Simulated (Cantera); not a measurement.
A Cantera script and its output.

```python
import numpy as np
import cantera as ct

gas = ct.Solution("gri30.yaml")


def delay(T, t_max=10):
    gas.TPX = T, 1500000, {'CO': 1, 'H2': 0.16, 'O2': 0.387, 'N2': 1.45}
    reactor = ct.IdealGasReactor(gas, clone=False)
    net = ct.ReactorNet([reactor])
    net.rtol, net.atol = 1e-8, 1e-16
    while net.time < t_max:
        t_old, T_old = net.time, reactor.T
        net.step()
        if reactor.T > T + 400:  # ignition: a rise of 400 K
            return t_old + (T + 400 - T_old) / (reactor.T - T_old) * (net.time - t_old)
    return np.nan


taus = []
for T in [1100, 1150, 1200, 1250, 1300, 1350]:
    taus.append(delay(T))
    print(f"T0 = {T:6g} K   tau = {taus[-1]:.4e} s")
```

Result:

```
T0 =   1100 K   tau = 2.4041e-04 s
T0 =   1150 K   tau = 8.9817e-05 s
T0 =   1200 K   tau = 3.5187e-05 s
T0 =   1250 K   tau = 1.5172e-05 s
T0 =   1300 K   tau = 7.8145e-06 s
T0 =   1350 K   tau = 4.8086e-06 s
```

Cantera simulation using GRI-Mech 3.0 (53 species, 325 reactions); the numbers are that mechanism's predictions, not measurements. The hydrogen kinetics of GRI-Mech 3.0 are dated; newer H2 mechanisms differ, most at raised pressure. The pressure lies above the range GRI-Mech 3.0 was tuned for (to about 10 atm).
